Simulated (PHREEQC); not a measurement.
Dissolve 0.027 mol CdCl2 per kg of water at 20 °C. Closed to the air; pH follows from the charge balance.

The numbers come from PHREEQC with the ion-association model, phreeqc.dat.

The pH is 5.68 and the ionic strength comes out as 0.0454 mol/kgw.

```
species  molality  activity   log γ
-------  --------  --------  ------
Cl-        0.0354    0.0291  -0.085
CdCl+      0.0155    0.0128  -0.082
Cd+2      0.00998   0.00469  -0.328
CdCl2     0.00151   0.00153   0.005
CdCl3-    3.13e-5   2.60e-5  -0.082
H+        2.43e-6   2.08e-6  -0.066
CdOHCl    2.25e-6   2.28e-6   0.005
CdOH+     1.55e-7   1.28e-7  -0.082
Cd2OH+3   1.72e-8   3.14e-9  -0.738
OH-       4.00e-9   3.28e-9  -0.087
```

No solid was allowed to form.
